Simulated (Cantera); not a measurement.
**Adiabatic ignition**

An adiabatic, constant-volume homogeneous reactor starts with CH3OH : O2 : N2 : H2O = 1 : 0.682 : 4.5 : 0.91 (molar parts), equivalence ratio 2.2, at 1323 K and 5400 Torr.

Computed with Cantera and GRI-Mech 3.0 (53 species, 325 reactions). GRI-Mech 3.0 was tuned for natural gas; its chemistry of methanol as a main component is partial and can be far from experiment.

```csv
t (s),T (K),P (bar),x CH3OH,x O2,x H2O,x H2O2,x C2H4,x O
7.00e-6,1323,7.20,0.141,0.0962,0.128,5.79e-8,7.35e-11,5.28e-10
2.03e-5,1323,7.20,0.141,0.0961,0.128,6.79e-7,3.00e-10,6.05e-10
5.86e-5,1323,7.20,0.141,0.0960,0.128,6.98e-6,8.33e-10,1.08e-9
0.000170,1331,7.27,0.135,0.0936,0.131,0.000254,2.34e-9,1.80e-8
0.000491,2299,14.8,5.36e-12,1.38e-6,0.237,4.73e-9,<1e-12,1.52e-6
0.00142,2299,14.8,5.33e-12,1.38e-6,0.237,4.73e-9,<1e-12,1.52e-6
0.00411,2299,14.8,5.33e-12,1.38e-6,0.237,4.73e-9,<1e-12,1.52e-6
0.0119,2299,14.8,5.33e-12,1.38e-6,0.237,4.72e-9,<1e-12,1.51e-6
0.0345,2299,14.8,5.33e-12,1.38e-6,0.237,4.72e-9,<1e-12,1.51e-6
0.0998,2299,14.8,5.33e-12,1.38e-6,0.237,4.72e-9,<1e-12,1.51e-6
0.289,2299,14.8,5.33e-12,1.38e-6,0.237,4.72e-9,<1e-12,1.51e-6
0.836,2299,14.8,5.33e-12,1.38e-6,0.237,4.72e-9,<1e-12,1.51e-6
2.42,2299,14.8,5.33e-12,1.38e-6,0.237,4.72e-9,<1e-12,1.51e-6
7.00,2299,14.8,5.33e-12,1.38e-6,0.237,4.72e-9,<1e-12,1.51e-6
```
x: mole fraction; the columns are a selection and need not sum to one.

```yaml
time_of_steepest_temperature_rise: 0.217 ms
temperature at 7.00 s: 2299 K
equilibrium_temperature: 2299 K
x(CH3OH) at 7.00 s: 5.33e-12 (gas-phase equilibrium 5.47e-12)
x(O2) at 7.00 s: 1.38e-6 (gas-phase equilibrium 1.38e-6)
x(H2O) at 7.00 s: 0.237 (gas-phase equilibrium 0.237)
```
